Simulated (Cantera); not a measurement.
# Low-pressure radical oxidation in H2/O2

An isothermal, constant-pressure homogeneous reactor starts with 0.586 % H₂, 71.5 % O₂, 27.9 % N₂, at 1250 K and 0.00870 bar.

Computed with Cantera and GRI-Mech 3.0 (53 species, 325 reactions). Radical loss at walls, strong at low pressure, is not modelled.

```
t (s)         x H₂   x O₂      x NO     x N₂O    x H₂O₂     x NO₂       x O
--------  --------  -----  --------  --------  --------  --------  --------
2.00e-6    0.00586  0.715    <1e-12    <1e-12    <1e-12    <1e-12    <1e-12
9.57e-6    0.00586  0.715    <1e-12    <1e-12    <1e-12    <1e-12  3.82e-12
4.58e-5    0.00586  0.715    <1e-12    <1e-12    <1e-12    <1e-12  7.43e-11
0.000219   0.00586  0.715    <1e-12    <1e-12    <1e-12    <1e-12  9.73e-10
0.00105    0.00586  0.715    <1e-12    <1e-12  1.56e-12    <1e-12   9.59e-9
0.00501    0.00586  0.715    <1e-12    <1e-12  3.21e-11    <1e-12   5.23e-7
0.0240    0.000105  0.710  3.17e-10  4.43e-10   1.12e-8    <1e-12   0.00492
0.115      1.84e-5  0.710   3.34e-9   3.69e-9   6.24e-9    <1e-12   0.00467
0.548      1.21e-5  0.712   1.37e-8   5.67e-9   5.77e-9  1.05e-12   0.00302
2.62       3.23e-6  0.714   2.75e-8   6.33e-9   3.85e-9  3.40e-12  0.000793
12.5       3.13e-7  0.714   3.55e-8   6.71e-9   1.05e-9  8.41e-12   7.61e-5
60.0       2.51e-8  0.714   3.84e-8   5.69e-9  1.34e-10  1.82e-11   6.11e-6
```
x: mole fraction; the columns are a selection and need not sum to one.

Equilibrium at this temperature and pressure: H₂ 2.59e-9, O₂ 0.714, NO 0.000312, N₂O 1.18e-9, H₂O₂ 1.71e-11, NO₂ 7.17e-7, O 6.31e-7 (gas phase only).
